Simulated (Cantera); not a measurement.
**Adiabatic ignition**

An adiabatic, constant-pressure homogeneous reactor starts with H2 : O2 : N2 : H2O = 1 : 0.294 : 1.7 : 0.16 (molar parts), equivalence ratio 1.7, at 1798 K and 0.543 atm.

Model: GRI-Mech 3.0 (53 species, 325 reactions), integrated in Cantera.

```
t (s)     T (K)   x H2     x O2   x H2O      x O     x NO2    x HO2      x NO
--------  -----  -----  -------  ------  -------  --------  -------  --------
1.00e-6    1798  0.317   0.0932  0.0507  2.09e-7    <1e-12  2.01e-6    <1e-12
2.64e-6    1798  0.317   0.0932  0.0507  1.41e-6    <1e-12  4.99e-6    <1e-12
6.97e-6    1798  0.316   0.0928  0.0513  4.98e-5    <1e-12  1.20e-5  1.64e-11
1.84e-5    1905  0.116   0.0111   0.187   0.0127  2.72e-11  3.26e-6   1.54e-6
4.86e-5    2079  0.119  0.00778   0.196   0.0110  2.51e-10  2.08e-6   1.49e-5
0.000128   2314  0.127  0.00532   0.208  0.00777  9.00e-10  1.37e-6   4.68e-5
0.000339   2560  0.133  0.00293   0.223  0.00427   4.80e-9  1.01e-6  0.000159
0.000894   2709  0.137  0.00162   0.233  0.00234   2.25e-8  8.20e-7  0.000532
0.00236    2727  0.138  0.00141   0.234  0.00206   5.79e-8  7.59e-7   0.00133
0.00624    2724  0.138  0.00136   0.234  0.00200   9.17e-8  7.35e-7   0.00214
0.0165     2724  0.138  0.00136   0.234  0.00199   9.72e-8  7.31e-7   0.00228
0.0435     2724  0.138  0.00136   0.234  0.00199   9.73e-8  7.31e-7   0.00228
0.115      2724  0.138  0.00136   0.234  0.00199   9.73e-8  7.31e-7   0.00228
0.303      2724  0.138  0.00136   0.234  0.00199   9.73e-8  7.31e-7   0.00228
0.800      2724  0.138  0.00136   0.234  0.00199   9.73e-8  7.31e-7   0.00228
```
x: mole fraction; the columns are a selection and need not sum to one.

```
Item                                                                 Value
---------------------------------  ---------------------------------------
time of steepest temperature rise                                  14.2 µs
temperature at 0.800 s                                              2724 K
equilibrium temperature                                             2724 K
x(H2) at 0.800 s                       0.138 (gas-phase equilibrium 0.138)
x(O2) at 0.800 s                   0.00136 (gas-phase equilibrium 0.00136)
x(H2O) at 0.800 s                      0.234 (gas-phase equilibrium 0.234)
```
